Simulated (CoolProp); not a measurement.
The numbers come from the reference Helmholtz-energy equation of state, Schroeder 2014 in CoolProp.

Problem. For ethanol, give the phase and the cv (kJ/(kg K)), Joule-Thomson coefficient (K/MPa), viscosity (µPa s), conductivity (mW/(m K)) at 346.85 °C and 496 kPa.

Solution. 
- 346.85 °C and 496 kPa: gas; cv 2.24, Joule-Thomson coefficient 4.31, viscosity 18.1, conductivity 54.2

Viscosity comes from a separate model (Kiselev 2005). Thermal conductivity comes from a separate model (Assael 2013).
